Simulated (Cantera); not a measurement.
A Cantera script and what it prints.

```python
import numpy as np
import cantera as ct

gas_names = [...]  # 123 gases of nasa_gas.yaml made of C, H, O, Si
cond_names = """
    C(gr) C6H6(L) C7H8(L) C8H18(L),n-octa H2O(s) H2O(L) Si(cr) Si(L) SiC(b) SiO2(Lqz) SiO2(hqz) SiO2(L)
""".split()


# ... load() reads the species with a 1 bar reference pressure and builds the phases ...
atoms = {
    'SiC': {'Si': 1, 'C': 1},
    'CO2': {'C': 1, 'O': 2},
    'H2': {'H': 2},
}
top_T = {'C(gr)': 4500, 'SiC(b)': 3050}  # K; cautious upper limits of use, not melting points


# ... equilibrate(T, P, feed) seeds the gas with the atoms and calls Mixture.equilibrate('TP', solver="vcs", rtol=1e-11, max_steps=5000) ...
results = []
feed = {'SiC': 1, 'CO2': 1.2, 'H2': 140}  # mol
P = 2100  # Pa
for T in [1048, 1148, 1248, 1348, 1448, 1548, 1648, 1748, 1848, 1948, 2048, 2148]:
    mix = equilibrate(T, P, feed)
    results.append((T, P, feed, dict(zip(mix.species_names, mix.species_moles))))
    x = sorted(zip(gas.X, gas.species_names), reverse=True)
    print(f"T = {T:g} K  P = {P:g} Pa  gas = {mix.phase_moles(0):.4g} mol")
    print("   x: " + "  ".join(f"{s} {v:.3e}" for v, s in x if v > 0.0001))
    print("   condensed (mol): " + ("  ".join(f"{mix.phase(i).name} {mix.phase_moles(i):.4g}"
          for i in range(1, mix.n_phases) if mix.phase_moles(i) > 1e-12) or "none"))
```

Output:

```
T = 1048 K  P = 2100 Pa  gas = 140.2 mol
   x: H2 9.959e-01  CO 2.841e-03  CH4 1.216e-03
   condensed (mol): C(gr) 1.631  SiO2(hqz) 1
T = 1148 K  P = 2100 Pa  gas = 140.3 mol
   x: H2 9.967e-01  CO 2.848e-03  CH4 4.963e-04
   condensed (mol): C(gr) 1.731  SiO2(hqz) 1
T = 1248 K  P = 2100 Pa  gas = 141.1 mol
   x: H2 9.915e-01  CO 8.304e-03  CH4 2.301e-04
   condensed (mol): C(gr) 0.6096  SiC(b) 0.3859  SiO2(hqz) 0.6135
T = 1348 K  P = 2100 Pa  gas = 141.6 mol
   x: H2 9.885e-01  CO 1.132e-02  SiO 1.274e-04
   condensed (mol): SiC(b) 0.5925  SiO2(hqz) 0.3894
T = 1448 K  P = 2100 Pa  gas = 142.1 mol
   x: H2 9.855e-01  CO 1.205e-02  SiO 2.381e-03
   condensed (mol): SiC(b) 0.4873  SiO2(hqz) 0.1745
T = 1548 K  P = 2100 Pa  gas = 142.4 mol
   x: H2 9.829e-01  CO 1.264e-02  SiO 4.213e-03  H 2.107e-04
   condensed (mol): SiC(b) 0.4
T = 1648 K  P = 2100 Pa  gas = 142.4 mol
   x: H2 9.825e-01  CO 1.264e-02  SiO 4.212e-03  H 6.091e-04
   condensed (mol): SiC(b) 0.3996
T = 1748 K  P = 2100 Pa  gas = 142.5 mol
   x: H2 9.816e-01  CO 1.264e-02  SiO 4.204e-03  H 1.562e-03
   condensed (mol): SiC(b) 0.3985
T = 1848 K  P = 2100 Pa  gas = 142.7 mol
   x: H2 9.795e-01  CO 1.265e-02  SiO 4.170e-03  H 3.621e-03
   condensed (mol): SiC(b) 0.3931
T = 1948 K  P = 2100 Pa  gas = 143 mol
   x: H2 9.751e-01  CO 1.276e-02  H 7.700e-03  SiO 4.025e-03  Si 3.082e-04
   condensed (mol): SiC(b) 0.3703
T = 2048 K  P = 2100 Pa  gas = 143.7 mol
   x: H2 9.667e-01  H 1.519e-02  CO 1.318e-02  SiO 3.523e-03  Si 1.191e-03  SiH 1.031e-04
   condensed (mol): SiC(b) 0.2883
T = 2148 K  P = 2100 Pa  gas = 145 mol
   x: H2 9.513e-01  H 2.805e-02  CO 1.423e-02  Si 3.416e-03  SiO 2.329e-03  SiH 2.370e-04  Si2C 1.670e-04  C2H2,acetylene 1.425e-04
   condensed (mol): SiC(b) 0.06564
```

Cantera equilibrium calculation (NASA polynomials, part measured and part estimated; ideal gas, pure solids and liquids). Mutual solubility and eutectic melting of coexisting phases are not modelled. The tables hold silica as quartz up to 1696 K and as liquid above; real silica turns to tridymite and cristobalite and melts near 1996 K. Gases not in the tables: Si2H6 and higher silanes.
